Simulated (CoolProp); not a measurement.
A simple Rankine cycle with R1336mzz(Z): condensing at 298.15 K, boiler at 0.632 MPa, turbine inlet 383.4 K, turbine efficiency 0.75, pump efficiency 0.6, no recuperator. Each further row changes one setting.

Model: reference Helmholtz-energy equation of state, McLinden 2020, in CoolProp.

| case | thermal efficiency (%) | net work (kJ/kg) | heat in (kJ/kg) | turbine exit temperature (K) | volume ratio over the turbine |
|---|---|---|---|---|---|
| as stated | 11.2 | 26.5 | 238 | 345.1 | 8.90 |
| turbine inlet 403.4 K | 11.0 | [?] | 259 | [?] | 8.71 |
| condensing temperature 290.15 K | 12.3 | 30.5 | 247 | [?] | 12.2 |
| boiler pressure 0.442 MPa | 9.5 | 23.0 | 241 | 353.0 | 6.02 |
| turbine efficiency 0.65 | 9.6 | 22.9 | 238 | 348.9 | 9.01 |

Task: Fill in the missing entries.

Result: 
- turbine inlet 403.4 K, net work (kJ/kg): 28.5
- turbine inlet 403.4 K, turbine exit temperature (K): 365.8
- condensing temperature 290.15 K, turbine exit temperature (K): 340.4
